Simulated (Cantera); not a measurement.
An isothermal plug-flow reactor at 1175 K and 0.385 atm (inlet), inlet velocity 0.12 m/s, active area per volume 170 1/m; feed 0.760 % CH₄, 2.45 % O₂, 96.8 % N₂, equivalence ratio 0.62.

Computed with Cantera and Deutschmann's 1995 Pt surface mechanism with GRI-Mech 3.0 gas chemistry. Catalytic surfaces can have several steady states; this one follows from the mechanism file's or the stated starting coverage. Mass transfer to the wall is taken as infinitely fast.

x: gas mole fraction; θ: surface coverage.

```
z (m)         x CH₄        x O₂       x H₂O       x CO₂        x CO  θ free Pt   θ O*
-------  ----------  ----------  ----------  ----------  ----------  ---------  -----
0.00016     0.00622      0.0218     0.00273     0.00135     1.19e-5      0.578  0.422
0.00029     0.00527      0.0199     0.00463     0.00230     1.02e-5      0.583  0.417
0.00051     0.00394      0.0173     0.00726     0.00361     7.85e-6      0.591  0.408
0.00091     0.00227      0.0140      0.0106     0.00525     4.70e-6      0.602  0.397
0.0016   (withheld)  (withheld)  (withheld)  (withheld)  (withheld)      0.614  0.385
0.0029     0.000116     0.00974      0.0148     0.00736     2.92e-7      0.620  0.379
0.0051      3.99e-6     0.00949      0.0151     0.00748     3.47e-8      0.622  0.377
0.0091   (withheld)     0.00946      0.0151     0.00750  (withheld)      0.622  0.377
0.016       1.42e-9     0.00943      0.0151     0.00752     1.29e-8      0.622  0.377
```

Q: Complete the blanks.

A: 
- 0.0016, x CH₄: 0.000828
- 0.0016, x O₂: 0.0111
- 0.0016, x H₂O: 0.0134
- 0.0016, x CO₂: 0.00666
- 0.0016, x CO: 1.81e-6
- 0.0091, x CH₄: 1.41e-8
- 0.0091, x CO: 1.65e-8
